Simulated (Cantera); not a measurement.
Cantera run:

```python
import numpy as np
import cantera as ct

gas_names = [...]  # 62 gases of nasa_gas.yaml made of B, F, H, N, O
cond_names = """
    B(b) B(L) BN(s) B2O3(L) B3O3H3(cr) H2O(s) H2O(L)
""".split()


# ... load() reads the species with a 1 bar reference pressure and builds the phases ...
atoms = {
    'BF3': {'B': 1, 'F': 3},
    'NH3': {'N': 1, 'H': 3},
    'H2O': {'H': 2, 'O': 1},
}
top_T = {'BN(s)': 3200}  # K; cautious upper limits of use, not melting points


# ... equilibrate(T, P, feed) seeds the gas with the atoms and calls Mixture.equilibrate('TP', solver="vcs", rtol=1e-11, max_steps=5000) ...
results = []
feed = {'BF3': 1, 'NH3': 0.19, 'H2O': 17}  # mol
T = 1898  # K
P = 24  # Pa
mix = equilibrate(T, P, feed)
results.append((T, P, feed, dict(zip(mix.species_names, mix.species_moles))))
print(gas.report(threshold=1e-05))
for i in range(1, mix.n_phases):
    print(f"{mix.phase(i).name:16s} {mix.phase_moles(i):12.5e} mol")
```

It prints:

```
       temperature   1898 K
          pressure   24 Pa
           density   2.8714e-05 kg/m^3
  mean mol. weight   18.881 kg/kmol
   phase of matter   gas

                          1 kg             1 kmol
                     ---------------   ---------------
          enthalpy       -9.0388e+06       -1.7066e+08  J
   internal energy       -9.8746e+06       -1.8644e+08  J
           entropy             17721        3.3457e+05  J/K
    Gibbs function       -4.2672e+07       -8.0568e+08  J
 heat capacity c_p            2535.4             47870  J/K
 heat capacity c_v            2095.1             39556  J/K

                      mass frac. Y      mole frac. X     chem. pot. / RT
                     ---------------   ---------------   ---------------
                BO        4.4676e-05        3.1464e-05           -46.985
               BOF           0.03818          0.015737           -83.753
               BO2         0.0017107        0.00075452           -67.539
              B2O3        0.00049856        0.00013521           -114.52
                 H        0.00059303          0.011108           -15.338
              HBO2           0.07714           0.03324           -82.877
                HF           0.14239           0.13438           -52.106
                H2         0.0051751          0.048467           -30.677
               H2O           0.68736           0.72038            -51.23
                NO        0.00018748        0.00011796           -40.784
                N2         0.0069662          0.004695           -40.462
                 O         0.0019715         0.0023266           -20.553
                OH          0.012166          0.013506           -35.892
                O2          0.025594          0.015102           -41.107
     [  +48 minor]        2.1119e-05        1.6868e-05

B(b)              0.00000e+00 mol
BN(s)             0.00000e+00 mol
B2O3(L)           0.00000e+00 mol
B3O3H3(cr)        0.00000e+00 mol
```

Equilibrium computed with Cantera from the NASA thermochemical tables; the gas is ideal and each condensed phase is pure.
